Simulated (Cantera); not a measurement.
# Equilibrium for iron carbonyl, mercury and lead vapours: HgO + O2 + H2

Input: 1 mol HgO, 0.25 mol O2, a varied amount of H2, at 1450 K and 560 Pa.

Method: chemical equilibrium by Gibbs-energy minimisation in Cantera with the NASA 1993 tables (ideal gas, pure condensed phases). Candidate condensed phases: H2O, Hg, HgO; 10 gas species. Kinetics and transport are ignored.

| n(H2) (mol) | x H2 | x H2O | x Hg | x O2 | x OH |
|---|---|---|---|---|---|
| 0.42 | 5.17e-6 | 0.214 | 0.510 | 0.275 | 0.000285 |
| 0.68 | 9.30e-6 | 0.325 | 0.478 | 0.196 | 0.000323 |
| 1.1 | 2.05e-5 | 0.478 | 0.435 | 0.0869 | 0.000320 |
| 1.8 | 0.107 | 0.536 | 0.357 | 4.01e-9 | 4.96e-6 |
| 2.8 | 0.342 | 0.395 | 0.263 | 2.13e-10 | 2.04e-6 |
| 4.5 | 0.545 | 0.273 | 0.182 | 4.01e-11 | 1.12e-6 |
| 7.3 | 0.699 | 0.181 | 0.120 | 1.07e-11 | 6.55e-7 |
| 12 | 0.808 | 0.115 | 0.0769 | 3.27e-12 | 3.89e-7 |
| 19 | 0.875 | 0.0750 | 0.0500 | 1.18e-12 | 2.43e-7 |
| 30 | 0.919 | 0.0484 | 0.0323 | <1e-12 | 1.53e-7 |
| 48 | 0.949 | 0.0306 | 0.0204 | <1e-12 | 9.52e-8 |
| 77 | 0.968 | 0.0192 | 0.0128 | <1e-12 | 5.92e-8 |
x: gas mole fraction; nothing condenses.

From 0.42 mol H2 to 77 mol H2 nothing is condensed. The main Hg-bearing gas is Hg throughout.
